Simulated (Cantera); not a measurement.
Feed: 1 mol SiH2Cl2, 24 mol N2, equilibrated at 7.50 Torr.

Method: chemical equilibrium by Gibbs-energy minimisation in Cantera with the NASA 1993 tables (ideal gas, pure condensed phases). Candidate condensed phases: NH4Cl, Si, Si3N4; 28 gas species. N2 is the only nitrogen source here; it is nearly inert below about 1500 K, so the nitride shown seldom forms there in practice. Kinetics and transport are ignored. All values below are at 527 °C.

Base state: N2 0.928, HCl 0.0514, H2 0.0139, SiCl4 0.00694 (mole fractions); condensed: Si3N4(s).

Q: What changes in the equilibrium state with this change: SiH2Cl2 replaced by SiCl4?

A: 
| species | before | after |
|---|---|---|
| N2 | 0.928 | 0.960 |
| SiCl4 | 0.00694 | 0.0400 |
| HCl | 0.0514 | 0 |
| H2 | 0.0139 | 0 |
| Si3N4(s), mol | 0.275 | 0 |
